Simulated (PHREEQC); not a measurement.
A solution holds 0.0044 mol/kgw NH4HF2, 0.056 mol/kgw H2SiF6 and 0.13 mol/kgw H3BO3, at 20 °C. Closed to the air; pH follows from the charge balance.

Equilibrium calculation in PHREEQC: ion-association model, phreeqc.dat.

```json
[
 {"quantity": "pH", "before": "1.10", "after": "1.18"},
 {"quantity": "ionic strength (mol/kgw)", "before": "0.134", "after": "0.0939"},
 {"quantity": "SiF6-2 (mol/kgw)", "before": "0.0321", "after": "0.00729"},
 {"quantity": "H4SiO4 (mol/kgw)", "before": "0.0239", "after": "0.0487"},
 {"quantity": "F- (mol/kgw)", "before": "5.49e-5", "after": "9.42e-5"},
 {"quantity": "SI of SiO2(a) (SiO2)", "before": "+1.15", "after": "+1.03"}
]
```

What was changed between the two runs?
A) H2SiF6 from 0.056 to 0.0112 mol/kgw
B) temperature from 20 to 80 °C
C) H3BO3 left out

B, temperature from 20 to 80 °C

Precipitation was switched off in this run. Some of these states are supersaturated (in SiO2(a), Quartz (slow to form), for instance). Constants without temperature data keep their 25 °C values here. SiF6-2 is the database's only silicon fluoride. Real BF4- forms and hydrolyses slowly; the run takes it at equilibrium.
